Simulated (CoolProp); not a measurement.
Model: reference Helmholtz-energy equation of state, Lemmon 2006, in CoolProp. It is a short technical equation, of lower accuracy than the large ones.

Q: Give the vapour pressure (bar), liquid density (kg/m³), vapour Z of saturated neopentane at 137.85 °C.

A: 
```tsv
T (°C)	p (bar)	liquid density (kg/m³)	vapour Z
137.85	22.2	403	0.582
```
